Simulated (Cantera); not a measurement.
A closed system holds: 1 mol AlCl₃, 32 mol N₂O, 22 mol N₂, held at 75.0 Torr.

These are equilibrium values from Cantera (NASA tables, ideal gas, pure condensed phases), not measurements of a reactor. Candidate condensed phases: Al, AlCl₃, AlN, Al₂O₃; 24 gas species. Condensed phases not in the tables: AlOCl. Equilibrium is a limit: real reactors are often held back by kinetics, nucleation or transport.

x: gas mole fraction; n: condensed amount in mol.

| T (°C) | x N₂ | x O₂ | x Cl | x Cl₂ | x NO | n Al₂O₃(s) |
|---|---|---|---|---|---|---|
| 450 | 0.763 | 0.216 | 5.97e-7 | 0.0212 | 4.63e-7 | 0.500 |
| 600 | 0.763 | 0.216 | 2.04e-5 | 0.0212 | 6.30e-6 | 0.500 |
| 750 | 0.763 | 0.215 | 0.000250 | 0.0211 | 3.99e-5 | 0.500 |
| 900 | 0.763 | 0.215 | 0.00160 | 0.0204 | 0.000158 | 0.500 |
| 1050 | 0.761 | 0.215 | 0.00642 | 0.0179 | 0.000455 | 0.500 |
| 1200 | 0.756 | 0.213 | ? | ? | ? | 0.500 |
| 1350 | 0.751 | 0.211 | 0.0301 | 0.00575 | 0.00209 | 0.500 |
| 1500 | 0.747 | 0.210 | 0.0378 | 0.00185 | 0.00368 | 0.500 |
| 1650 | 0.745 | 0.208 | 0.0403 | 0.000551 | 0.00594 | 0.500 |
| 1800 | 0.742 | 0.206 | 0.0410 | ? | ? | 0.500 |
| 1950 | 0.740 | 0.202 | 0.0412 | 6.71e-5 | 0.0126 | 0.499 |

Q: Some entries are withheld; supply them.

A: 
- 1200, x Cl: 0.0171
- 1200, x Cl₂: 0.0124
- 1200, x NO: 0.00106
- 1800, x Cl₂: 0.000181
- 1800, x NO: 0.00893
